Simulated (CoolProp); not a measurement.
The fluid at 298.15 K and 0.468 MPa is throttled through a valve to 0.262 MPa with no heat exchange. The same conditions are run with several fluids, on thermodynamics alone (safety and materials aside).

Model: reference Helmholtz-energy equation of state of each fluid (CH3F (R41): Lemmon 2006; C3F8 (R218): Lemmon 2006; oxygen: Schmidt 1985; carbon monoxide: Lemmon 2006; ethane: Bücker 2006), in CoolProp.

Problem. Rank CH3F (R41), C3F8 (R218), oxygen, carbon monoxide, ethane by temperature change (K), highest first.

Solution. carbon monoxide (-0.5), oxygen (-0.6), ethane (-2.3), C3F8 (R218) (-3.0), CH3F (R41) (-3.8)

```json
[
 {"fluid": "CH3F (R41)", "final density (kg/m³)": "3.73"},
 {"fluid": "C3F8 (R218)", "final density (kg/m³)": "21.3"},
 {"fluid": "oxygen", "final density (kg/m³)": "3.39"},
 {"fluid": "carbon monoxide", "final density (kg/m³)": "2.97"},
 {"fluid": "ethane", "final density (kg/m³)": "3.27"}
]
```
